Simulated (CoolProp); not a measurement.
Vapour-liquid equilibrium of R125 (1) + R115 (2) at 14.7 bar; x and y are mole fractions of (1).

The numbers come from the multi-fluid Helmholtz-energy mixture model, Lemmon 2005 and Lemmon 2016; pair parameters Bell 2016 in CoolProp.

| x | bubble temperature (K) | y at the bubble point | dew temperature at overall composition x (K) | liquid density (mol/L) |
|---|---|---|---|---|
| 0.05 | 315.5 | 0.083 | 316.5 | 7.726 |
| 0.15 | 311.6 | 0.224 | ___ | ___ |
| 0.25 | 308.5 | 0.341 | 310.8 | 8.110 |
| 0.35 | 306.1 | 0.441 | 308.2 | 8.293 |
| 0.45 | 304.2 | 0.529 | 305.8 | 8.481 |
| 0.55 | 302.7 | 0.611 | 303.8 | ___ |
| 0.65 | ___ | ___ | 302.2 | 8.893 |
| 0.75 | ___ | 0.771 | 301.1 | 9.124 |
| 0.85 | 300.5 | 0.856 | 300.5 | 9.374 |
| 0.95 | 300.5 | 0.949 | 300.5 | 9.643 |

### Question
Complete the blanks.

### Answer

- 0.15, dew temperature at overall composition x (K): 313.6
- 0.15, liquid density (mol/L): 7.924
- 0.55, liquid density (mol/L): 8.680
- 0.65, bubble temperature (K): 301.7
- 0.65, y at the bubble point: 0.691
- 0.75, bubble temperature (K): 300.9

y crosses x between x = 0.85 and 0.95: the model has an azeotrope there.

Pair parameters are fitted to limited data, so mixtures are less certain than the pure fluids.
